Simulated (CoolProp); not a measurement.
Water at 590.09 K and 4.6 MPa flows at 0.056 m/s in a round tube of 10 mm bore and 0.25 µm roughness, fully developed (64/Re and Nu = 3.66 if laminar; Colebrook and Gnielinski if turbulent). Each further row changes one setting.

Computed with CoolProp (reference Helmholtz-energy equation of state, Wagner 2002).

```tsv
case	Reynolds number	Darcy friction factor	pressure drop (Pa/m)	heat-transfer coefficient (W/(m² K))	mass flow (kg/h)
as stated	516	0.124	0.370	19.7	0.301
velocity 0.112 m/s	1030	0.0620	0.740	19.7	0.603
diameter 20 mm	1030	0.0620	0.0925	9.86	1.21
```

Viscosity comes from a separate model (Huber 2009). Thermal conductivity comes from a separate model (Huber 2012).
